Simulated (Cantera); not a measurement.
Cantera run:

```python
import numpy as np
import cantera as ct

gas_names = """
    CL CL2 H HCL H2 Si SiCL SiCL2 SiCL3 SiCL4 SiH SiHCL3 SiH2 SiH2CL2 SiH3 SiH3CL SiH4 Si2 Si3
""".split()
cond_names = """
    Si(cr) Si(L)
""".split()


# ... load() reads the species with a 1 bar reference pressure and builds the phases ...
atoms = {
    'SiH4': {'Si': 1, 'H': 4},
    'HCl': {'H': 1, 'CL': 1},
    'H2': {'H': 2},
}
top_T = {}  # K; cautious upper limits of use, not melting points


# ... equilibrate(T, P, feed) seeds the gas with the atoms and calls Mixture.equilibrate('TP', solver="vcs", rtol=1e-11, max_steps=5000) ...
results = []
feed = {'SiH4': 1, 'HCl': 0.51, 'H2': 3.2}  # mol
T = 800  # K
for P in [100, 300, 880, 2600, 7700, 23000, 68000, 200000]:
    mix = equilibrate(T, P, feed)
    results.append((T, P, feed, dict(zip(mix.species_names, mix.species_moles))))

top = {s: max(r[3][s] / sum(r[3][g] for g in gas_names) for r in results) for s in gas_names}
cols = sorted((s for s in top if top[s] > 1e-05), key=lambda s: -top[s])[:8]
seen = [c for c in cond_names if any(r[3].get(c, 0) > 1e-12 for r in results)]
print("log10 of partial pressures in bar; condensed amounts in mol")
print(f"{'P/Pa':>10s}" + "".join(f"{s[:9]:>10s}" for s in cols + seen))
for T, P, feed, n in results:
    ng = sum(n[g] for g in gas_names)
    print(f"{P:10.4g}" + "".join(f"{np.log10(max(n[s] / ng * P / 1e5, 1e-99)):10.3f}" for s in cols)
          + "".join(f"{n.get(c, 0):10.4g}" for c in seen))
```

Result:

```
log10 of partial pressures in bar; condensed amounts in mol
      P/Pa        H2     SiCL4    SiHCL3       HCL   SiH2CL2     SiCL3    SiH3CL     SiCL2    Si(cr)
       100    -3.012    -4.720    -5.497    -5.279    -7.367    -7.151    -9.873    -7.535    0.8751
       300    -2.535    -4.252    -4.907    -4.923    -6.655    -6.799    -9.040    -7.301     0.872
       880    -2.067    -3.799    -4.334    -4.576    -5.961    -6.460    -8.226    -7.075    0.8689
      2600    -1.597    -3.350    -3.762    -4.229    -5.266    -6.123    -7.408    -6.850    0.8657
      7700    -1.125    -2.908    -3.195    -3.883    -4.574    -5.792    -6.590    -6.629    0.8623
   2.3e+04    -0.650    -2.473    -2.630    -3.536    -3.881    -5.465    -5.768    -6.411    0.8584
   6.8e+04    -0.179    -2.053    -2.080    -3.196    -3.200    -5.150    -4.957    -6.201    0.8541
     2e+05     0.289    -1.648    -1.542    -2.861    -2.529    -4.846    -4.154    -5.999    0.8493
```

Cantera equilibrium calculation (NASA polynomials, part measured and part estimated; ideal gas, pure solids and liquids). The tables' values for SiCl3 are old estimates; treat these amounts as uncertain.
